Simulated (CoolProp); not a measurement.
Vapour pressure (kPa) of R245fa: the reference equation beside estimates from Tc = 427.0 K, pc = 3651 kPa, ω = 0.378.

Model: reference Helmholtz-energy equation of state, Akasaka 2015, in CoolProp.

| T (K) | reference | Lee-Kesler | Redlich-Kwong | Soave-Redlich-Kwong | Peng-Robinson |
|---|---|---|---|---|---|
| 325.8 | 373.0 | 374.5 | 634.7 | 375.0 | 371.5 |
| 332.8 | 457.9 | 459.6 | 743.5 | 460.9 | 455.9 |
| 339.8 | 556.7 | 558.5 | 864.6 | 561.0 | 554.3 |
| 346.8 | 670.9 | [?] | 998.6 | 676.9 | 668.3 |
| 353.8 | 801.9 | [?] | 1146 | 810.0 | 799.3 |
| 360.8 | 951.4 | [?] | 1308 | [?] | 949.1 |
| 367.8 | 1121 | 1121 | [?] | 1134 | 1119 |
| 374.8 | 1312 | 1311 | 1677 | 1329 | 1312 |
| 381.8 | 1527 | 1525 | 1885 | 1547 | 1528 |
| 388.8 | 1767 | 1764 | 2110 | 1790 | 1771 |
| 395.8 | 2035 | 2032 | 2352 | 2061 | 2041 |

### Question
What belongs in the gaps?

### Answer

- 346.8, Lee-Kesler: 672.6
- 353.8, Lee-Kesler: 803.3
- 360.8, Lee-Kesler: 952.2
- 360.8, Soave-Redlich-Kwong: 961.9
- 367.8, Redlich-Kwong: 1485

Absolute difference from the reference over all 11 rows, mean and median: Lee-Kesler 0.2 and 0.2 %, Redlich-Kwong 39.6 and 37.5 %, Soave-Redlich-Kwong 1.0 and 1.1 %, Peng-Robinson 0.3 and 0.3 %.
